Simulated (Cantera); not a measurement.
A closed system holds: 1 mol SiHCl3, 81 mol N2, 0.65 mol H2, equilibrated at 0.133 bar.

Equilibrium computed with Cantera from the NASA thermochemical tables; the gas is ideal and each condensed phase is pure. Candidate condensed phases: NH4Cl, Si, Si3N4; 28 gas species. N2 is the only nitrogen source here; it is nearly inert below about 1500 K, so the nitride shown seldom forms there in practice. The numbers say what is thermodynamically allowed, not how fast it happens.

Task: Which condensed phases are stable at each of these points (T (°C)): 925, 1025, 1125, 1225, 1325, 1425, 1525, 1625, 1725?

Result: 
| T (°C) | condensed phases | Si condensed (%) |
|---|---|---|
| 925 | Si3N4(s) | 71.7 |
| 1025 | Si3N4(s) | 71.3 |
| 1125 | Si3N4(s) | 67.8 |
| 1225 | Si3N4(s) | 57.1 |
| 1325 | Si3N4(s) | 39.7 |
| 1425 | Si3N4(s) | 21.4 |
| 1525 | Si3N4(s) | 4.7 |
| 1625 | gas only | 0.0 |
| 1725 | gas only | 0.0 |

From 925 °C to 1525 °C the condensed part is Si3N4(s). From 1625 °C to 1725 °C nothing is condensed.
